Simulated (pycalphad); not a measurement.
CALPHAD calculation (pycalphad, COST 507 light-alloy database (1999)), 1 atm. The database dates from 1999; later assessments differ in places, in temperatures and in the compounds included. Phase fractions are per mole of atoms.

Question: Give the equilibrium state of Mg-0.22Si (at.%) at 900 K.

Answer: hcp, fraction 0.993, with <0.01 Si at.%; MG2SI, fraction 0.007, with 33.3 Si at.%.

Database names, with the compositions (at.%) that they take in these runs: MG2SI: Mg 67 Si 33.
